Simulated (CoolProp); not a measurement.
Vapour-liquid equilibrium of dimethyl ether (1) + chloromethane (R40) (2) at 954 kPa; x and y are mole fractions of (1).

Model: multi-fluid Helmholtz-energy mixture model, Wu 2011 and Thol 2014; pair parameters Bell 2016, in CoolProp.

```csv
x,bubble temperature (K),y at the bubble point,dew temperature at overall composition x (K),liquid density (mol/L)
0.05,316.9,0.044,316.9,17.08
0.125,317.3,0.114,317.3,16.77
0.2,317.6,0.188,317.6,16.47
0.275,317.8,0.264,317.9,16.18
0.35,318.0,0.342,318.0,15.89
0.425,318.1,0.422,318.1,15.62
0.5,318.1,0.503,318.1,15.35
0.575,318.0,0.584,318.0,15.08
0.65,317.8,0.663,317.9,14.83
0.725,317.5,0.741,317.6,14.58
0.8,317.2,0.817,317.3,14.33
0.875,316.8,0.889,316.8,14.09
0.95,316.2,0.957,316.3,13.86
```

y crosses x between x = 0.425 and 0.5: the model has an azeotrope there.

The pair parameters rest on a limited set of measurements; away from them the model extrapolates.
